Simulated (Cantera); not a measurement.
Feed: 1 mol C3H8, 0.041 mol O2, at 2498.15 K and 1.40 mbar.

Equilibrium computed with Cantera from the NASA thermochemical tables; the gas is ideal and each condensed phase is pure. The numbers say what is thermodynamically allowed, not how fast it happens.

```tsv
species	before	after
H2	0.505	0.947
CH4	5.37e-8	0.0327
H2O	<1e-9	0.0146
H	0.474	<1e-9
CO	0.0153	0.00433
C2H2 (acetylene)	0.00542	<1e-9
CO2	<1e-9	0.00104
C2H	0.000364	<1e-9
C3	0.000345	<1e-9
C	0.000116	<1e-9
C2	3.18e-5	<1e-9
C(graphite), mol	2.85	2.85
```
Gas species are given as mole fractions.

Question: Which change was made?
A. temperature from 2498.15 K to 650 K
B. pressure from 1.40 mbar to 8.90 mbar
C. temperature from 2498.15 K to 1375 K
D. C3H8 replaced by C2H5OH

Answer: A, temperature from 2498.15 K to 650 K
